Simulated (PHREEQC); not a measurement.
Make-up at 25 °C: 1 mol NaBr, 0.85 mol KCl and 1.2 mol KBr per kg of water. Closed to the air; pH follows from the charge balance.

Model: Pitzer model, pitzer.dat, run in PHREEQC.

**Question.** The ionic strength comes out as 3.05 mol/kgw. What activity coefficients do Br-, Na+, Cl-, K+ get?

**Answer.** Br- 0.61, Na+ 0.80, Cl- 0.57, K+ 0.61. Single-ion values are on the MacInnes scale.

No solid was allowed to form.
